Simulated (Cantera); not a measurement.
**SiH₂Cl₂ + H₂O (silicon oxide and oxynitride deposition)**

Input: 1 mol SiH₂Cl₂, 5.2 mol H₂O, at 0.470 bar.

Equilibrium computed with Cantera from the NASA thermochemical tables; the gas is ideal and each condensed phase is pure. Candidate condensed phases: H₂O, Si, SiO₂; 30 gas species. The tables hold silica as quartz up to 1696 K and as liquid above; real silica turns to tridymite and cristobalite and melts near 1996 K. Gases not in the tables: Si(OH)₄. Equilibrium is a limit: real reactors are often held back by kinetics, nucleation or transport.

```
T (°C)  x H₂O  x HCl   x H₂       x H      x Cl  n SiO₂(α-quartz)  n SiO₂(β-quartz)  n SiO₂(condensed)
------  -----  -----  -----  --------  --------  ----------------  ----------------  -----------------
377     0.444  0.278  0.278    <1e-12    <1e-12              1.00                 0                  0
477     0.444  0.278  0.278    <1e-12    <1e-12              1.00                 0                  0
577     0.444  0.278  0.278  1.58e-11  1.58e-11                 0              1.00                  0
677     0.444  0.278  0.278  4.28e-10  4.07e-10                 0              1.00                  0
777     0.444  0.278  0.278   6.24e-9   5.69e-9                 0              1.00                  0
877     0.444  0.278  0.278   5.74e-8   5.05e-8                 0              1.00                  0
977     0.444  0.278  0.278   3.72e-7   3.18e-7                 0              1.00                  0
1077    0.444  0.278  0.278   1.83e-6   1.53e-6                 0              1.00                  0
1177    0.444  0.278  0.278   7.27e-6   5.92e-6                 0              1.00                  0
1277    0.444  0.278  0.278   2.42e-5   1.93e-5                 0              1.00                  0
1377    0.444  0.278  0.278   6.98e-5   5.47e-5                 0             1.000                  0
1477    0.444  0.278  0.278  0.000179  0.000138                 0                 0              1.000
1577    0.444  0.277  0.278  0.000414  0.000314                 0                 0              1.000
1677    0.444  0.277  0.277  0.000881  0.000659                 0                 0              1.000
```
x: gas mole fraction; n: condensed amount in mol.

From 377 °C to 477 °C the condensed part is SiO₂(α-quartz). From 577 °C to 1377 °C the condensed part is SiO₂(β-quartz). From 1477 °C to 1677 °C the condensed part is SiO₂(condensed).
